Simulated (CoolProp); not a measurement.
Vapour-liquid equilibrium of sulfur dioxide (1) + toluene (2) at 71.95 °C; x and y are mole fractions of (1).

Values from CoolProp's multi-fluid Helmholtz-energy mixture model, Gao 2016 and Lemmon 2006; pair parameters Bell 2016.

| x | bubble pressure (kPa) | y at the bubble point | dew pressure at overall composition x (kPa) | liquid density (mol/L) |
|---|---|---|---|---|
| 0.05 | 78.95 | 0.642 | 30.72 | 9.157 |
| 0.15 | ? | 0.868 | 34.27 | 9.766 |
| 0.25 | ? | 0.929 | 38.75 | 10.44 |
| 0.35 | 485.6 | ? | ? | 11.19 |
| 0.45 | 638.2 | 0.970 | 52.38 | 12.02 |
| 0.55 | 789.7 | 0.979 | 63.55 | 12.95 |
| 0.65 | 938.8 | 0.985 | 80.75 | 14.01 |
| 0.75 | 1087 | 0.990 | ? | 15.21 |
| 0.85 | 1239 | 0.994 | 176.6 | 16.59 |
| 0.95 | 1401 | 0.998 | 442.6 | 18.18 |

Q: Complete the blanks.

A: 
- 0.15, bubble pressure (kPa): 198.0
- 0.25, bubble pressure (kPa): 336.4
- 0.35, y at the bubble point: 0.956
- 0.35, dew pressure at overall composition x (kPa): 44.55
- 0.75, dew pressure at overall composition x (kPa): 110.8

No azeotrope shows between x = 0.05 and 0.95.

The pair parameters rest on a limited set of measurements; away from them the model extrapolates.
